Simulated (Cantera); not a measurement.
## Hydrocarbon pyrolysis for carbon deposition

A perfectly stirred reactor is fed with CH₄ : N₂ = 1 : 160 (molar parts), at 6700 Pa; it is held at 1525 K, and followed from long to short residence time.

Model: GRI-Mech 3.0 (53 species, 325 reactions), integrated in Cantera. GRI-Mech 3.0 stops at C3 and has no aromatics, soot or wall deposition, so with more carbon than oxygen in the feed, carbon stays in small species such as C2H2 where larger ones or solid carbon would form.

| τ (s) | x CH₄ | x H | x C₂H₆ | x CH₃ | x C₂H₂ |
|---|---|---|---|---|---|
| 1.2 | 0.00414 | 2.29e-6 | 3.29e-6 | 5.73e-5 | 0.000896 |
| 0.58 | 0.00494 | 1.41e-6 | 4.23e-6 | 6.44e-5 | 0.000469 |
| 0.28 | 0.00561 | 6.53e-7 | 3.99e-6 | 6.22e-5 | 0.000156 |
| 0.13 | 0.00604 | 1.93e-7 | 2.00e-6 | 4.42e-5 | 2.18e-5 |
| 0.064 | 0.00617 | 6.40e-8 | 6.20e-7 | 2.49e-5 | 1.87e-6 |
| 0.031 | 0.00620 | 3.33e-8 | 1.48e-7 | 1.26e-5 | 1.18e-7 |
| 0.015 | 0.00620 | 2.61e-8 | 3.13e-8 | 6.20e-6 | 6.84e-9 |
| 0.0071 | 0.00621 | 2.42e-8 | 5.57e-9 | 2.94e-6 | 3.50e-10 |
| 0.0034 | 0.00621 | 2.34e-8 | 8.80e-10 | 1.40e-6 | 1.83e-11 |
| 0.0017 | 0.00621 | 2.26e-8 | 1.35e-10 | 6.90e-7 | 1.11e-12 |
x: mole fraction; the columns are a selection and need not sum to one.
